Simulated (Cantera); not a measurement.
What does this Cantera script print?

```python
import numpy as np
import cantera as ct

gas_names = """
    CL CL2 H HCL H2 N NH NH2 NH3 N2 N2H2 N2H4 Si SiCL SiCL2 SiCL3 SiCL4 SiH SiHCL3 SiH2 SiH2CL2 SiH3
    SiH3CL SiH4 SiN Si2 Si2N Si3
""".split()
cond_names = """
    NH4CL(a) NH4CL(b) Si(cr) Si(L) Si3N4(a)
""".split()


def load(file, names, dense=False):
    # The tables refer to 1 bar. Condensed volumes are neglected.
    table = {s.name: s for s in ct.Species.list_from_file(file)}
    out = []
    for n in names:
        d = dict(table[n].input_data)
        d["thermo"] = dict(d["thermo"], **{"reference-pressure": 1e5})
        if dense:
            d["equation-of-state"] = {"model": "constant-volume", "density": "1e6 g/cm^3"}
        out.append(ct.Species.from_dict(d))
    return out


gas = ct.Solution(thermo="ideal-gas", species=load("nasa_gas.yaml", gas_names))
cond = {s.name: ct.Solution(thermo="fixed-stoichiometry", species=[s], name=s.name)
        for s in load("nasa_condensed.yaml", cond_names, dense=True)}
atoms = {
    'Si2H6': {'Si': 2, 'H': 6},
    'HCl': {'H': 1, 'CL': 1},
    'N2': {'N': 2},
}
top_T = {'Si3N4(a)': 2400}  # K; cautious upper limits of use, not melting points


def equilibrate(T, P, feed):
    n = {}
    for name, mol in feed.items():
        for a, k in atoms[name].items():
            n[a] = n.get(a, 0.0) + k * mol
    gas.TPX = T, P, n
    mass = sum(n.values()) * gas.mean_molecular_weight
    gas.equilibrate("TP")
    valid = [c for c in cond.values() if c.min_temp <= T <= top_T.get(c.name, c.max_temp)]
    mix = ct.Mixture([(gas, mass / gas.mean_molecular_weight)] + [(c, 0.0) for c in valid])
    mix.T, mix.P = T, P
    mix.equilibrate("TP", solver="vcs", rtol=1e-11, max_steps=5000)
    return mix


results = []
feed = {'Si2H6': 1, 'HCl': 0.023, 'N2': 8.5}  # mol
T = 998.15  # K
P = 10000  # Pa
mix = equilibrate(T, P, feed)
results.append((T, P, feed, dict(zip(mix.species_names, mix.species_moles))))
x = sorted(zip(gas.X, gas.species_names), reverse=True)
print(f"T = {T:g} K  P = {P:g} Pa  gas = {mix.phase_moles(0):.4g} mol")
print("   x: " + "  ".join(f"{s} {v:.3e}" for v, s in x if v > 1e-05))
print("   condensed (mol): " + ("  ".join(f"{mix.phase(i).name} {mix.phase_moles(i):.4g}"
      for i in range(1, mix.n_phases) if mix.phase_moles(i) > 1e-12) or "none"))
```

It prints:

```
T = 998.15 K  P = 10000 Pa  gas = 10.19 mol
   x: N2 7.033e-01  H2 2.944e-01  HCL 2.257e-03
   condensed (mol): Si3N4(a) 0.6667
```

Cantera equilibrium calculation (NASA polynomials, part measured and part estimated; ideal gas, pure solids and liquids). The feed counts by its element totals alone. N2 is the only nitrogen source here; it is nearly inert below about 1500 K, so the nitride shown seldom forms there in practice.
